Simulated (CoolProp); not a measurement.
Vapour-liquid equilibrium of R125 (1) + R115 (2) at 321 kPa; x and y are mole fractions of (1).

Values from CoolProp's multi-fluid Helmholtz-energy mixture model, Lemmon 2005 and Lemmon 2016; pair parameters Bell 2016.

Problem. Give the bubble temperature and the first vapour's composition at x = 0.2, 0.425, 0.8. Is there an azeotrope?

Solution. x = 0.2: -16.3 °C, y = 0.337; x = 0.425: -19.9 °C, y = 0.541; x = 0.8: -21.9 °C, y = 0.804. y crosses x between x = 0.8 and 0.875: the model has an azeotrope there.

The pair parameters rest on a limited set of measurements; away from them the model extrapolates.
